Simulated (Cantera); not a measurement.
Charge: 1 mol FeS₂, 1.6 mol H₂, 55 mol N₂, at 850 K and 5.10 bar.

Method: chemical equilibrium by Gibbs-energy minimisation in Cantera with the NASA 1993 tables (ideal gas, pure condensed phases). Candidate condensed phases: Fe, FeS, FeS₂, S; 16 gas species. FeS: taken at fixed stoichiometry. Rates play no part.

What is the equilibrium state?


```json
{
  "x(N₂)": "0.972",
  "x(H₂S)": "0.0177",
  "x(H₂)": "0.0106",
  "x(NH₃)": "1.02e-5",
  "n(FeS(s))": "1.00 mol",
  "gas_amount": "56.60 mol",
  "log10 activity of S(l) (absent)": "-2.62",
  "log10 activity of Fe(α) (absent)": "-3.78"
}
```
